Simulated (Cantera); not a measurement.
A perfectly stirred reactor is fed with H2 : O2 : N2 = 1.5 : 1 : 1.6 (molar parts), equivalence ratio 0.75, at 100.0 Torr; it is held at 1198 K, and followed from long to short residence time.

Computed with Cantera and GRI-Mech 3.0 (53 species, 325 reactions). The temperature is held fixed by assumption; the heat of reaction is taken as removed at once.

What does this change do: pressure from 100.0 Torr to 1.00 bar?


```csv
quantity,before,after
x(H2) at τ = 0.520 s,0.000996,0.00145
x(O2) at τ = 0.520 s,0.0748,0.0753
x(H) at τ = 0.520 s,0.000122,2.53e-6
x(N2O) at τ = 0.520 s,7.18e-8,3.58e-7
x(NO) at τ = 0.520 s,1.87e-7,4.40e-8
x(H2) at τ = 52.0 ms,0.00435,0.00469
x(O2) at τ = 52.0 ms,0.0760,0.0767
x(H) at τ = 52.0 ms,0.00119,2.28e-5
x(N2O) at τ = 52.0 ms,3.72e-8,2.81e-7
x(NO) at τ = 52.0 ms,5.82e-7,4.97e-8
```

What does this change do: pressure from 100.0 Torr to 0.200 bar?


| quantity | before | after |
|---|---|---|
| x(H2) at τ = 0.520 s | 0.000996 | 0.000742 |
| x(O2) at τ = 0.520 s | 0.0748 | 0.0748 |
| x(H) at τ = 0.520 s | 0.000122 | 5.43e-5 |
| x(N2O) at τ = 0.520 s | 7.18e-8 | 1.23e-7 |
| x(NO) at τ = 0.520 s | 1.87e-7 | 1.51e-7 |
| x(H2) at τ = 52.0 ms | 0.00435 | 0.00326 |
| x(O2) at τ = 52.0 ms | 0.0760 | 0.0757 |
| x(H) at τ = 52.0 ms | 0.00119 | 0.000535 |
| x(N2O) at τ = 52.0 ms | 3.72e-8 | 6.64e-8 |
| x(NO) at τ = 52.0 ms | 5.82e-7 | 3.56e-7 |
